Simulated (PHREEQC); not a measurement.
# Spent oxide etchant: an equilibrium model

Dissolve 0.0079 mol NH4HF2, 0.019 mol (NH4)2SiF6 and 0.0082 mol HCl per kg of water at 39 °C. Closed to the air; pH follows from the charge balance.

Equilibrium calculation in PHREEQC: ion-association model, wateq4f.dat.

Precipitation was switched off in this run.

**Question.** What pH does the model give?

**Answer.** pH 2.55.

**Question.** In which forms is F present?

**Answer.** SiF6-2 88 %, HF 9.4 %, F- 2.2 % of the F.

At this temperature some constants are extrapolated from 25 °C, and those without enthalpy data are left unchanged. SiF6-2 is the database's only silicon fluoride.
